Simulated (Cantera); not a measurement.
A perfectly stirred reactor is fed with C₂H₄ : H₂ = 1 : 6.5 (molar parts), at 0.233 Torr; it is held at 1850 K, and followed from long to short residence time.

Cantera simulation using GRI-Mech 3.0 (53 species, 325 reactions); the numbers are that mechanism's predictions, not measurements. GRI-Mech 3.0 was tuned for natural gas; its chemistry of ethylene as a main component is partial and can be far from experiment. GRI-Mech 3.0 stops at C3 and has no aromatics, soot or wall deposition, so with more carbon than oxygen in the feed, carbon stays in small species such as C2H2 where larger ones or solid carbon would form. Radical loss at walls, strong at low pressure, is not modelled.

Task: Predict: x(C₂H₄) at τ = 4.20 s; x(H₂) at τ = 4.20 s; x(CH₄) at τ = 4.20 s; x(C₂H₂) at τ = 4.20 s; x(H) at τ = 4.20 s; x(C₂H₄) at τ = 77.0 ms; x(H₂) at τ = 77.0 ms; x(CH₄) at τ = 77.0 ms; x(C₂H₂) at τ = 77.0 ms; x(H) at τ = 77.0 ms.

Result: 
```json
{
 "x(C₂H₄) at τ = 4.20 s": "0.00379",
 "x(H₂) at τ = 4.20 s": "0.881",
 "x(CH₄) at τ = 4.20 s": "2.04e-5",
 "x(C₂H₂) at τ = 4.20 s": "0.114",
 "x(H) at τ = 4.20 s": "0.000426",
 "x(C₂H₄) at τ = 77.0 ms": "0.0961",
 "x(H₂) at τ = 77.0 ms": "0.871",
 "x(CH₄) at τ = 77.0 ms": "1.66e-6",
 "x(C₂H₂) at τ = 77.0 ms": "0.0328",
 "x(H) at τ = 77.0 ms": "6.24e-5"
}
```
